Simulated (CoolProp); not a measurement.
A single-stage vapour-compression cycle with the fluid: evaporating at 280.15 K (dew point), condensing at 312.15 K (bubble point), superheat 5 K, subcooling 0 K, compressor efficiency 0.85, no pressure losses. The same conditions are run with several fluids, on thermodynamics alone (safety and materials aside).

Computed with CoolProp (reference Helmholtz-energy equation of state of each fluid (R11: Jacobsen 1992; cis-2-butene: Lemmon 2005; R1224YDZ: Akasaka 2023; isobutene: Lemmon 2005; cyclopentane: Gedanitz 2015; R245fa: Akasaka 2015)).

| fluid | cooling COP | pressure ratio | discharge temperature (K) | refrigerating effect (kJ/kg) | volumetric capacity (kJ/m³) |
|---|---|---|---|---|---|
| R11 | 6.77 | 3.14 | 328.8 | 162 | 517 |
| cis-2-butene | 6.64 | 2.86 | 325.1 | 347 | 981 |
| R1224YDZ | 6.51 | 3.19 | 317.4 | 140 | 676 |
| isobutene | 6.52 | 2.69 | 320.3 | 310 | 1320 |
| cyclopentane | 6.83 | 3.61 | 330.0 | 367 | 217 |
| R245fa | 6.53 | 3.34 | 317.8 | 163 | 692 |
